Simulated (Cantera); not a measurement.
# Equilibrium for fluorocarbon and chlorocarbon gases: CH3Cl + H2

Charge: 1 mol CH3Cl, 1.5 mol H2, at 3.60 Torr.

Method: chemical equilibrium by Gibbs-energy minimisation in Cantera with the NASA 1993 tables (ideal gas, pure condensed phases). Candidate condensed phases: C, C6H6, C7H8, C8H18; 103 gas species. Ions and electrons are included (thermal ionisation). Equilibrium is a limit: real reactors are often held back by kinetics, nucleation or transport.

At 2500 K the condensed part is C(graphite). From 3000 K to 5000 K nothing is condensed. The main C-bearing gas is C2H2 (acetylene) at 2500 K and C at 5000 K.

```csv
T (K),x H,x H2,x HCl,x Cl,x C,x C3,x C2,x C2H2 (acetylene),n C(graphite)
2500,0.256,0.498,0.176,0.0639,3.47e-5,0.000104,9.54e-6,0.00539,0.951
3000,0.693,0.0926,0.0250,0.128,0.00881,0.0377,0.00460,0.00401,0
3500,0.764,0.00803,0.00204,0.128,0.0754,0.0110,0.0101,2.56e-5,0
4000,0.750,0.00106,0.000272,0.125,0.121,0.000143,0.00188,5.00e-8,0
4500,0.750,0.000226,5.85e-5,0.125,0.124,1.74e-6,0.000256,2.03e-10,0
5000,0.750,6.52e-5,1.70e-5,0.125,0.125,4.83e-8,4.97e-5,2.40e-12,0
```
x: gas mole fraction; n: condensed amount in mol.
